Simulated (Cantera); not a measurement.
What does this Cantera script print?

```python
import numpy as np
import cantera as ct

gas_names = """
    B BF BF2 BF3 BH BHF2 BH2 BH3 BN B2 F F2 H HF H2 H2F2 H3F3 H4F4 H5F5 H6F6 H7F7 N NF NF2 NF3 NH NH2
    NH3 N2 N2H2 N2H4
""".split()
cond_names = """
    B(b) B(L) BN(s)
""".split()


# ... load() reads the species with a 1 bar reference pressure and builds the phases ...
atoms = {
    'BN': {'B': 1, 'N': 1},
    'HF': {'H': 1, 'F': 1},
    'H2': {'H': 2},
}
top_T = {'BN(s)': 3200}  # K; cautious upper limits of use, not melting points


# ... equilibrate(T, P, feed) seeds the gas with the atoms and calls Mixture.equilibrate('TP', solver="vcs", rtol=1e-11, max_steps=5000) ...
results = []
T = 1600  # K
P = 1000  # Pa
for m in [0.69, 1, 1.5, 2.2, 3.2, 4.8, 7, 10, 15, 22, 33]:
    feed = {'BN': 1, 'HF': 2.9, 'H2': m}  # mol
    mix = equilibrate(T, P, feed)
    results.append((T, P, feed, dict(zip(mix.species_names, mix.species_moles))))
    x = sorted(zip(gas.X, gas.species_names), reverse=True)
    print(f"T = {T:g} K  P = {P:g} Pa  n(H2) = {m:g} mol  gas = {mix.phase_moles(0):.4g} mol")
    print("   x: " + "  ".join(f"{s} {v:.3e}" for v, s in x if v > 0.001))
    print("   condensed (mol): " + ("  ".join(f"{mix.phase(i).name} {mix.phase_moles(i):.4g}"
          for i in range(1, mix.n_phases) if mix.phase_moles(i) > 1e-12) or "none"))
```

Output:

```
T = 1600 K  P = 1000 Pa  n(H2) = 0.69 mol  gas = 3.611 mol
   x: H2 5.707e-01  BF3 2.448e-01  N2 1.302e-01  HF 3.830e-02  BF2 9.757e-03  BHF2 5.133e-03
   condensed (mol): BN(s) 0.0597
T = 1600 K  P = 1000 Pa  n(H2) = 1 mol  gas = 3.922 mol
   x: H2 6.031e-01  BF3 2.241e-01  N2 1.196e-01  HF 3.769e-02  BF2 9.330e-03  BHF2 5.046e-03
   condensed (mol): BN(s) 0.06185
T = 1600 K  P = 1000 Pa  n(H2) = 1.5 mol  gas = 4.424 mol
   x: H2 6.459e-01  BF3 1.970e-01  N2 1.057e-01  HF 3.660e-02  BF2 8.741e-03  BHF2 4.892e-03
   condensed (mol): BN(s) 0.06499
T = 1600 K  P = 1000 Pa  n(H2) = 2.2 mol  gas = 5.126 mol
   x: H2 6.920e-01  BF3 1.682e-01  N2 9.083e-02  HF 3.505e-02  BF2 8.067e-03  BHF2 4.673e-03
   condensed (mol): BN(s) 0.06888
T = 1600 K  P = 1000 Pa  n(H2) = 3.2 mol  gas = 6.128 mol
   x: H2 7.399e-01  BF3 1.387e-01  N2 7.557e-02  HF 3.296e-02  BF2 7.316e-03  BHF2 4.382e-03
   condensed (mol): BN(s) 0.07371
T = 1600 K  P = 1000 Pa  n(H2) = 4.8 mol  gas = 7.733 mol
   x: H2 7.910e-01  BF3 1.078e-01  N2 5.947e-02  HF 3.010e-02  BF2 6.435e-03  BHF2 3.986e-03
   condensed (mol): BN(s) 0.08023
T = 1600 K  P = 1000 Pa  n(H2) = 7 mol  gas = 9.938 mol
   x: H2 8.348e-01  BF3 8.191e-02  N2 4.590e-02  HF 2.703e-02  BF2 5.596e-03  BHF2 3.560e-03
   condensed (mol): BN(s) 0.08763
T = 1600 K  P = 1000 Pa  n(H2) = 10 mol  gas = 12.94 mol
   x: H2 8.708e-01  BF3 6.116e-02  N2 3.492e-02  HF 2.393e-02  BF2 4.820e-03  BHF2 3.132e-03
   condensed (mol): BN(s) 0.09591
T = 1600 K  P = 1000 Pa  n(H2) = 15 mol  gas = 17.95 mol
   x: H2 9.045e-01  BF3 4.238e-02  N2 2.487e-02  HF 2.039e-02  BF2 3.994e-03  BHF2 2.645e-03
   condensed (mol): BN(s) 0.1069
T = 1600 K  P = 1000 Pa  n(H2) = 22 mol  gas = 24.97 mol
   x: H2 9.293e-01  BF3 2.907e-02  N2 1.765e-02  HF 1.722e-02  BF2 3.290e-03  BHF2 2.208e-03
   condensed (mol): BN(s) 0.1189
T = 1600 K  P = 1000 Pa  n(H2) = 33 mol  gas = 35.98 mol
   x: H2 9.492e-01  BF3 1.896e-02  HF 1.416e-02  N2 1.205e-02  BF2 2.636e-03  BHF2 1.789e-03
   condensed (mol): BN(s) 0.133
```

Cantera equilibrium calculation (NASA polynomials, part measured and part estimated; ideal gas, pure solids and liquids). The tables' values for BF2 are old estimates; treat these amounts as uncertain.
